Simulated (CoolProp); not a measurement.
Properties of methane along the isobar 60.6 bar.

The numbers come from the reference Helmholtz-energy equation of state, Setzmann 1991 in CoolProp.

| T (K) | phase | Z | cp (kJ/(kg K)) | cv (kJ/(kg K)) | speed of sound (m/s) | Joule-Thomson coefficient (K/MPa) |
|---|---|---|---|---|---|---|
| 119 | liquid | 0.2354 | 3.461 | 2.040 | 1324 | -0.4122 |
| 138.7 | liquid | 0.2174 | 3.624 | 1.963 | 1133 | -0.3022 |
| 158.4 | liquid | 0.2091 | 3.945 | 1.906 | 925.5 | -0.08370 |
| 178.2 | liquid | 0.2140 | 4.813 | 1.887 | 682.0 | 0.4683 |
| 197.9 | supercritical | 0.2944 | 15.19 | 2.134 | 330.1 | 3.933 |
| 217.6 | supercritical | 0.6347 | 4.787 | 1.854 | 328.3 | 7.180 |
| 237.3 | supercritical | 0.7533 | 3.400 | 1.764 | 364.2 | 6.182 |
| 257.1 | supercritical | 0.8219 | 2.960 | 1.739 | 392.1 | 5.275 |
| 276.8 | supercritical | 0.8672 | 2.763 | 1.744 | 415.3 | 4.534 |
| 296.5 | supercritical | 0.8994 | 2.667 | 1.767 | 435.4 | 3.922 |

The peak of cp marks the crossing from liquid-like to gas-like fluid above the critical point.
